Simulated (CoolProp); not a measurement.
Carbonyl sulfide along the isotherm 399 K: density (kg/m³) from the reference equation and from simpler models built on Tc = 378.8 K, pc = 6369 kPa, ω = 0.098; each cubic takes its own stable root.

Computed with CoolProp (reference Helmholtz-energy equation of state, Lemmon 2006). It is a short technical equation, of lower accuracy than the large ones.

```tsv
p (kPa)	phase	reference
5000	gas	124.9
10000	supercritical	581.9
15000	supercritical	721.6
20000	supercritical	780.9
25000	supercritical	820.8
30000	supercritical	851.3
35000	supercritical	876.3
40000	supercritical	897.5
45000	supercritical	916.1
50000	supercritical	932.6
```

How far does each simpler model (ideal gas, van der Waals, Redlich-Kwong, Soave-Redlich-Kwong, Peng-Robinson) lie from the reference over these 10 states: mean and median of the absolute difference, and the worst?


- ideal gas: mean 35.4 %, median 31.9 %, worst -68.9 % at 399 K and 10000 kPa
- van der Waals: mean 21.6 %, median 24.3 %, worst -24.7 % at 399 K and 50000 kPa
- Redlich-Kwong: mean 6.0 %, median 5.4 %, worst -12.2 % at 399 K and 10000 kPa
- Soave-Redlich-Kwong: mean 6.6 %, median 5.8 %, worst -14.5 % at 399 K and 10000 kPa
- Peng-Robinson: mean 4.4 %, median 4.5 %, worst -7.1 % at 399 K and 10000 kPa
